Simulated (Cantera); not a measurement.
Charge: 1 mol Mg(OH)2, 0.069 mol C, 0.52 mol H2, held at 1173.15 K and 19000 Pa.

Cantera equilibrium calculation (NASA polynomials, part measured and part estimated; ideal gas, pure solids and liquids). Candidate condensed phases: C, C6H6, C7H8, C8H18, H2O, Mg, MgCO3, MgO, Mg(OH)2; 116 gas species. Rates play no part.

Question: What is the equilibrium state?

Answer: 
| Quantity | Value |
|---|---|
| x(H2O) | 0.563 |
| x(H2) | 0.394 |
| x(CO2) | 0.0230 |
| x(CO) | 0.0205 |
| n(MgO(s)) | 1.00 mol |
| gas amount | 1.589 mol |
| log10 activity of C(graphite) (absent) | -4.02 |
| log10 activity of Mg(l) (absent) | -13.08 |
